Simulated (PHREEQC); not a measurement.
0.28 g of hydrous ferric oxide (600 m²/g; 0.2 weak and 0.005 strong sites per Fe, Dzombak-Morel constants, diffuse double layer) in 1 kg of water with 0.1 mol/kgw of an inert sodium salt and 2e-05 mol NaF and 1.6e-06 mol Na2SO4, at 25 °C; the pH is set by adding NaOH or the inert anion's acid. O2 is buffered at 0.21 atm. The system is closed to CO2. Nothing may precipitate in this run.

The series has 13 steps of pH, from 4 to 10.

All values are PHREEQC results (ion-association model, wateq4f.dat), not measurements.

Question: Near which pH is half of the F sorbed, and on which side is more sorbed?

Answer: Near pH 5.6, with more sorbed at lower pH.

Question: Near which pH is half of the S sorbed, and on which side is more sorbed?

Answer: Near pH 6.1, with more sorbed at lower pH.
